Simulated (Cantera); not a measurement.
# Thermodynamics of hydrogen reduction and annealing atmospheres, feed V₂O₃ + H₂ + N₂

Input: 1 mol V₂O₃, 2200 mol H₂, 1.5 mol N₂, held at 0.00910 bar.

Method: chemical equilibrium by Gibbs-energy minimisation in Cantera with the NASA 1993 tables (ideal gas, pure condensed phases). Candidate condensed phases: H₂O, V, VN, VO, V₂O₃, V₂O₄, V₂O₅; 28 gas species. Mutual solubility and eutectic melting of coexisting phases are not modelled. VN, VO: taken at fixed stoichiometry. Condensed phases not in the tables: the oxides between V₂O₃ and V₂O₅ other than VO₂, solid solutions among these carbides, nitrides and lower oxides, V₂N. Rates play no part.

| T (K) | x H₂ | x H | x N₂ | x H₂O | x NH₃ | n VN(s) | n V₂O₃(s) | n VO(s) |
|---|---|---|---|---|---|---|---|---|
| 700 | 0.999 | <1e-12 | 0.000656 | 7.35e-5 | 2.18e-6 | 0.108 | 0.946 | 0 |
| 800 | 0.999 | 3.04e-11 | 0.000648 | 9.76e-5 | 6.92e-7 | 0.143 | 0.928 | 0 |
| 900 | 0.999 | 1.22e-9 | 0.000641 | 0.000119 | 2.79e-7 | 0.175 | 0.912 | 0 |
| 1000 | 0.999 | 2.38e-8 | 0.000635 | 0.000138 | 1.33e-7 | 0.203 | 0.899 | 0 |
| 1100 | 0.999 | 2.71e-7 | 0.000681 | 0.000173 | 7.54e-8 | 0 | 0.619 | 0.762 |
| 1200 | 0.999 | 2.07e-6 | 0.000681 | 0.000450 | 4.53e-8 | 0 | 0.00864 | 1.98 |
| 1300 | 0.999 | 1.16e-5 | 0.000681 | 0.000454 | 2.94e-8 | 0 | 0 | 2.00 |
| 1400 | 0.999 | 5.10e-5 | 0.000681 | 0.000454 | 2.03e-8 | 0 | 0 | 2.00 |
| 1500 | 0.999 | 0.000184 | 0.000681 | 0.000454 | 1.47e-8 | 0 | 0 | 2.00 |
| 1600 | 0.998 | 0.000569 | 0.000681 | 0.000454 | 1.11e-8 | 0 | 0 | 2.00 |
| 1700 | 0.997 | 0.00154 | 0.000681 | 0.000454 | 8.61e-9 | 0 | 0 | 2.00 |
x: gas mole fraction; n: condensed amount in mol.

From 700 K to 1000 K the condensed part is VN(s) + V₂O₃(s). From 1100 K to 1200 K the condensed part is VO(s) + V₂O₃(s). From 1300 K to 1700 K the condensed part is VO(s).
